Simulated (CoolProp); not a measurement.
The fluid at 293.15 K and 0.986 MPa flows at 13 m/s in a round tube of 10 mm bore and 1.5 µm roughness, fully developed (64/Re and Nu = 3.66 if laminar; Colebrook and Gnielinski if turbulent). The same conditions are run with several fluids, on thermodynamics alone (safety and materials aside).

Computed with CoolProp (reference Helmholtz-energy equation of state of each fluid (isobutane: Bücker 2006; ethylbenzene: Zhou 2012; toluene: Lemmon 2006; n-decane: Lemmon 2006; n-heptane: Span 2003)).

| fluid | Reynolds number | Darcy friction factor | pressure drop (Pa/m) | heat-transfer coefficient (W/(m² K)) | mass flow (kg/h) |
|---|---|---|---|---|---|
| isobutane | 450000 | 0.0151 | 71300 | 17300 | 2050 |
| ethylbenzene | 173000 | 0.0171 | 126000 | 14300 | 3190 |
| toluene | 191000 | 0.0169 | 124000 | 15000 | 3190 |
| n-decane | 103000 | 0.0187 | 115000 | 11500 | 2690 |
| n-heptane | 214000 | 0.0166 | 96000 | 15500 | 2520 |

Transport values come from each fluid's own correlations; those of ethylbenzene are estimates that may be off by 10 % or more.
